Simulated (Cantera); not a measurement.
An isothermal, constant-pressure homogeneous reactor starts with 1.71 % H₂, 20.1 % O₂, 78.2 % N₂, at 1473 K and 0.00661 atm.

Model: the H2/O2 subset of GRI-Mech 3.0, which has no nitrogen chemistry, integrated in Cantera. Radical loss at walls, strong at low pressure, is not modelled.

x: mole fraction; the columns are a selection and need not sum to one.

```csv
t (s),x H₂,x O₂,x H₂O,x H₂O₂,x H
9.00e-6,0.0171,0.201,<1e-12,<1e-12,9.18e-10
4.93e-5,0.0171,0.201,4.66e-11,<1e-12,4.49e-9
0.000270,0.0171,0.201,5.48e-9,1.75e-11,1.86e-8
0.00148,0.0170,0.201,7.92e-7,3.67e-10,3.49e-7
0.00811,?,0.187,0.0132,?,?
0.0444,0.000413,0.187,0.0143,5.23e-9,0.00244
0.243,0.000374,0.187,0.0146,5.10e-9,0.00207
1.33,0.000226,0.190,0.0156,4.28e-9,0.000912
7.30,3.82e-5,0.193,0.0168,1.76e-9,5.96e-5
40.0,?,0.194,0.0171,2.79e-10,?
```

Q: Complete the blanks.

A: 
- 0.00811, x H₂: 0.00102
- 0.00811, x H₂O₂: 7.30e-9
- 0.00811, x H: 0.00290
- 40.0, x H₂: 2.51e-6
- 40.0, x H: 9.88e-7
